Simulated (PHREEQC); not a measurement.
Model water analysis in mmol/kgw, 80 °C, pH 7.5, pe 1.1:

| constituent | mmol/kgw |
|---|---|
| Na | 119 |
| K | 0.254 |
| Ca | 0.781 |
| Mg | 10.8 |
| Cl | 135 |
| S(6) | 3.27 |
| Alkalinity (meq/kgw) | 3.35 |
| N(-3) | 0.164 |

Valence states are taken as typed.

All values are PHREEQC results (ion-association model, phreeqc.dat), not measurements.

```json
{
 "ionic_strength": "0.152 mol/kgw",
 "specific_conductance": "34600 µS/cm",
 "density": "0.978 g/cm³",
 "charge_balance_error": "-0.8 %"
}
```

```csv
species,molality,activity,log γ
Cl-,0.135,0.0960,-0.148
Na+,0.118,0.0873,-0.132
Mg+2,0.00944,0.00308,-0.486
HCO3-,0.00269,0.00199,-0.130
SO4-2,0.00172,0.000491,-0.543
MgSO4,0.00113,0.00117,0.015
Ca+2,0.000734,0.000226,-0.512
NaSO4-,0.000390,0.000289,-0.130
K+,0.000252,0.000178,-0.150
MgHCO3+,0.000164,0.000117,-0.146
CO2,0.000133,0.000138,0.015
NH4+,0.000125,8.49e-5,-0.168
```

This is a speciation only: nothing precipitates in the calculation. At this temperature some constants are extrapolated from 25 °C, and those without enthalpy data are left unchanged.
